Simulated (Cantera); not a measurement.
**Ignition delay**

Mixture: 21.0 % H2, 15.9 % O2, 59.9 % N2, 3.15 % H2O, equivalence ratio 0.66, at 1.00 bar, adiabatic and at constant pressure. Ignition delay is the time to a rise of 400 K.

Detailed kinetics in Cantera: GRI-Mech 3.0 (53 species, 325 reactions). Where the delays flatten at high temperature, the 400 K rule measures the pace of heat release, not the induction time.

```json
[
 {"T0 (K)": "1400", "delay (ms)": "0.0253"},
 {"T0 (K)": "1475", "delay (ms)": "0.0222"},
 {"T0 (K)": "1550", "delay (ms)": "0.0206"},
 {"T0 (K)": "1625", "delay (ms)": "0.0200"},
 {"T0 (K)": "1700", "delay (ms)": "0.0202"}
]
```
